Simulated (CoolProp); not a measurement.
Properties of cyclopentane at several states (Tc = 511.7 K, pc = 4583 kPa, ω = 0.202).

Computed with CoolProp (reference Helmholtz-energy equation of state, Gedanitz 2015).

```json
[
 {"T (K)": "232.3", "p (kPa)": "1170", "phase": "liquid", "density (kg/m³)": "803.1", "cp (kJ/(kg K))": "1.541", "isothermal compressibility (1/MPa)": "0.0007422", "conductivity (mW/(m K))": "153", "fugacity coefficient": "0.001179"},
 {"T (K)": "248.4", "p (kPa)": "21900", "phase": "liquid", "density (kg/m³)": "801.3", "cp (kJ/(kg K))": "1.575", "isothermal compressibility (1/MPa)": "0.0007132", "conductivity (mW/(m K))": "154", "fugacity coefficient": "0.0004342"},
 {"T (K)": "324.1", "p (kPa)": "301", "phase": "liquid", "density (kg/m³)": "714.3", "cp (kJ/(kg K))": "1.943", "isothermal compressibility (1/MPa)": "0.001717", "conductivity (mW/(m K))": "117", "fugacity coefficient": "0.3457"},
 {"T (K)": "284.3", "p (kPa)": "67.8", "phase": "liquid", "density (kg/m³)": "754.0", "cp (kJ/(kg K))": "1.745", "isothermal compressibility (1/MPa)": "0.001168", "conductivity (mW/(m K))": "132", "fugacity coefficient": "0.3473"}
]
```

Thermal conductivity comes from a separate model (Vassiliou 2015).
